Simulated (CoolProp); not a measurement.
Dimethyl carbonate along the isobar 54.9 bar: density (kg/m³) from the reference equation and from simpler models built on Tc = 283.9 °C, pc = 49.09 bar, ω = 0.346; each cubic takes its own stable root.

The numbers come from the reference Helmholtz-energy equation of state, Zhou 2011 in CoolProp.

```json
[
 {"T (°C)": "241.05", "phase": "liquid", "reference": "723.5", "van der Waals": "443.2", "Peng-Robinson": "690.4"},
 {"T (°C)": "249.65", "phase": "liquid", "reference": "700.2", "van der Waals": "430.3", "Peng-Robinson": "659.1"},
 {"T (°C)": "258.25", "phase": "liquid", "reference": "673.4", "van der Waals": "415.9", "Peng-Robinson": "623.7"},
 {"T (°C)": "266.75", "phase": "liquid", "reference": "641.8", "van der Waals": "399.7", "Peng-Robinson": "582.9"},
 {"T (°C)": "275.35", "phase": "liquid", "reference": "600.3", "van der Waals": "380.3", "Peng-Robinson": "532.2"},
 {"T (°C)": "283.95", "phase": "supercritical", "reference": "535.8", "van der Waals": "355.7", "Peng-Robinson": "462.2"},
 {"T (°C)": "292.55", "phase": "supercritical", "reference": "330.6", "van der Waals": "319.5", "Peng-Robinson": "319.1"},
 {"T (°C)": "301.15", "phase": "supercritical", "reference": "222.8", "van der Waals": "246.6", "Peng-Robinson": "223.0"},
 {"T (°C)": "309.65", "phase": "supercritical", "reference": "191.5", "van der Waals": "200.2", "Peng-Robinson": "192.9"},
 {"T (°C)": "318.25", "phase": "supercritical", "reference": "173.0", "van der Waals": "179.6", "Peng-Robinson": "174.8"},
 {"T (°C)": "326.85", "phase": "supercritical", "reference": "160.1", "van der Waals": "166.3", "Peng-Robinson": "161.9"}
]
```
